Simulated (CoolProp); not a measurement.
Properties of n-heptane at several states (Tc = 268.1 °C, pc = 27.74 bar, ω = 0.349).

Values from CoolProp's reference Helmholtz-energy equation of state, Span 2003. It is a short technical equation, of lower accuracy than the large ones.

| T (°C) | p (bar) | phase | Z | speed of sound (m/s) | isothermal compressibility (1/MPa) | conductivity (mW/(m K)) |
|---|---|---|---|---|---|---|
| 11.05 | 107 | liquid | ? | ? | 0.001135 | ? |
| 313.75 | 0.154 | gas | 0.9986 | 223.7 | 65.03 | ? |
| 104.25 | 67 | liquid | 0.3451 | 881.7 | ? | ? |
| 221.05 | 0.355 | gas | 0.9938 | ? | 28.35 | ? |

Question: Some entries are withheld; supply them.

Answer: 
- 11.05, Z: 0.6479
- 11.05, speed of sound (m/s): 1256
- 11.05, conductivity (mW/(m K)): 131
- 313.75, conductivity (mW/(m K)): 43.6
- 104.25, isothermal compressibility (1/MPa): 0.002548
- 104.25, conductivity (mW/(m K)): 104
- 221.05, speed of sound (m/s): 204.8
- 221.05, conductivity (mW/(m K)): 32.2

Thermal conductivity comes from a separate model (Assael 2013).
